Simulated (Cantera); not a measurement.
Input: 1 mol Si, 2.4 mol O₂, 5.3 mol N₂, 2.2 mol CO₂, held at 1 atm.

Equilibrium computed with Cantera from the NASA thermochemical tables; the gas is ideal and each condensed phase is pure. Candidate condensed phases: C, Si, SiC, SiO₂, Si₂N₂O, Si₃N₄; 34 gas species. The tables hold silica as quartz up to 1696 K and as liquid above; real silica turns to tridymite and cristobalite and melts near 1996 K. Kinetics and transport are ignored.

Q: Which condensed phases are stable at each of these points (T (K)): 1648, 1723, 1798, 1873, 1948, 2023, 2098, 2173?

A: 
```
T (K)  condensed phases  Si condensed (%)
-----  ----------------  ----------------
1648     SiO₂(β-quartz)             100.0
1723    SiO₂(condensed)             100.0
1798    SiO₂(condensed)             100.0
1873    SiO₂(condensed)             100.0
1948    SiO₂(condensed)             100.0
2023            SiO₂(l)             100.0
2098            SiO₂(l)             100.0
2173            SiO₂(l)             100.0
```

At 1648 K the condensed part is SiO₂(β-quartz). From 1723 K to 1948 K the condensed part is SiO₂(condensed). From 2023 K to 2173 K the condensed part is SiO₂(l).
